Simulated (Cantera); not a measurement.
Cantera run:

```python
import numpy as np
import cantera as ct

gas_names = """
    H HO2 H2 H2O H2O2 O OH O2 O3 Si SiH SiH2 SiH3 SiH4 SiO SiO2 Si2 Si3
""".split()
cond_names = """
    H2O(s) H2O(L) Si(cr) Si(L) SiO2(Lqz) SiO2(hqz) SiO2(L)
""".split()


# ... load() reads the species with a 1 bar reference pressure and builds the phases ...
atoms = {
    'Si': {'Si': 1},
    'H2O': {'H': 2, 'O': 1},
    'H2': {'H': 2},
}
top_T = {}  # K; cautious upper limits of use, not melting points


# ... equilibrate(T, P, feed) seeds the gas with the atoms and calls Mixture.equilibrate('TP', solver="vcs", rtol=1e-11, max_steps=5000) ...
results = []
feed = {'Si': 1, 'H2O': 0.026, 'H2': 0.26}  # mol
P = 1000  # Pa
for T in [923, 1023, 1123, 1223, 1323, 1423, 1523, 1623]:
    mix = equilibrate(T, P, feed)
    results.append((T, P, feed, dict(zip(mix.species_names, mix.species_moles))))
    x = sorted(zip(gas.X, gas.species_names), reverse=True)
    print(f"T = {T:g} K  P = {P:g} Pa  gas = {mix.phase_moles(0):.4g} mol")
    print("   x: " + "  ".join(f"{s} {v:.3e}" for v, s in x if v > 1e-06))
    print("   condensed (mol): " + ("  ".join(f"{mix.phase(i).name} {mix.phase_moles(i):.4g}"
          for i in range(1, mix.n_phases) if mix.phase_moles(i) > 1e-12) or "none"))
```

Output:

```
T = 923 K  P = 1000 Pa  gas = 0.286 mol
   x: H2 1.000e+00
   condensed (mol): Si(cr) 0.987  SiO2(hqz) 0.013
T = 1023 K  P = 1000 Pa  gas = 0.286 mol
   x: H2 1.000e+00
   condensed (mol): Si(cr) 0.987  SiO2(hqz) 0.013
T = 1123 K  P = 1000 Pa  gas = 0.286 mol
   x: H2 1.000e+00  SiO 5.000e-06
   condensed (mol): Si(cr) 0.987  SiO2(hqz) 0.013
T = 1223 K  P = 1000 Pa  gas = 0.286 mol
   x: H2 9.999e-01  SiO 1.027e-04  H 3.007e-06
   condensed (mol): Si(cr) 0.987  SiO2(hqz) 0.01299
T = 1323 K  P = 1000 Pa  gas = 0.2864 mol
   x: H2 9.987e-01  SiO 1.322e-03  H 1.585e-05
   condensed (mol): Si(cr) 0.9868  SiO2(hqz) 0.01281
T = 1423 K  P = 1000 Pa  gas = 0.2894 mol
   x: H2 9.881e-01  SiO 1.179e-02  H 6.603e-05  H2O 1.369e-06
   condensed (mol): Si(cr) 0.9853  SiO2(hqz) 0.01129
T = 1523 K  P = 1000 Pa  gas = 0.3103 mol
   x: H2 9.215e-01  SiO 7.825e-02  H 2.219e-04  H2O 3.886e-06  SiH2 1.848e-06  Si 1.803e-06
   condensed (mol): Si(cr) 0.9749  SiO2(hqz) 0.0008587
T = 1623 K  P = 1000 Pa  gas = 0.3121 mol
   x: H2 9.160e-01  SiO 8.330e-02  H 6.615e-04  Si 1.564e-05  SiH2 5.924e-06  SiH 3.004e-06  H2O 2.083e-06
   condensed (mol): Si(cr) 0.974
```

Cantera equilibrium calculation (NASA polynomials, part measured and part estimated; ideal gas, pure solids and liquids). Mutual solubility and eutectic melting of coexisting phases are not modelled. The tables hold silica as quartz up to 1696 K and as liquid above; real silica turns to tridymite and cristobalite and melts near 1996 K.
